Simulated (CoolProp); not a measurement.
Aqueous sodium chloride as a coolant, at 23 °C, 1 atm.

Model: Melinder's fits for secondary coolants, in CoolProp.

```
mass %  freezing point (°C)  Prandtl number  viscosity (mPa s)  conductivity (W/(m K))  density (kg/m³)
------  -------------------  --------------  -----------------  ----------------------  ---------------
5.3                    -3.2            6.65               1.02                   0.598             1035
7.8                    -4.9            6.81               1.07                   0.596             1053
10.4                   -6.9            7.03               1.12                   0.593             1072
12.9                   -8.9            7.28               1.19                   0.591             1091
15.4                  -11.3            7.59               1.26                   0.588             1110
18                    -14.1            7.99               1.35                   0.585             1131
20.5                  -17.1            8.48               1.45                   0.582             1150
```
